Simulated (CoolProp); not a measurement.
Octamethyltrisiloxane (MDM) along the isobar 8.53 MPa: Z from the reference equation and from simpler models built on Tc = 292.2 °C, pc = 1.438 MPa, ω = 0.528; each cubic takes its own stable root.

Model: reference Helmholtz-energy equation of state, Thol 2017, in CoolProp.

```
T (°C)   phase  reference
------  ------  ---------
38.75   liquid     0.9558
55.65   liquid     0.9246
72.55   liquid     0.8972
89.55   liquid     0.8730
106.45  liquid     0.8520
123.45  liquid     0.8336
140.35  liquid     0.8177
157.25  liquid     0.8042
174.25  liquid     0.7927
191.15  liquid     0.7832
208.15  liquid     0.7757
225.05  liquid     0.7702
241.95  liquid     0.7665
258.95  liquid     0.7647
```

Task: How far does each simpler model (van der Waals, Redlich-Kwong, Soave-Redlich-Kwong) lie from the reference over these 14 states: mean and median of the absolute difference, and the worst?

Result: 
- van der Waals: mean 54.0 %, median 54.5 %, worst +65.0 % at 38.75 °C and 8.53 MPa
- Redlich-Kwong: mean 11.3 %, median 11.4 %, worst +14.8 % at 38.75 °C and 8.53 MPa
- Soave-Redlich-Kwong: mean 7.3 %, median 6.8 %, worst +10.7 % at 38.75 °C and 8.53 MPa
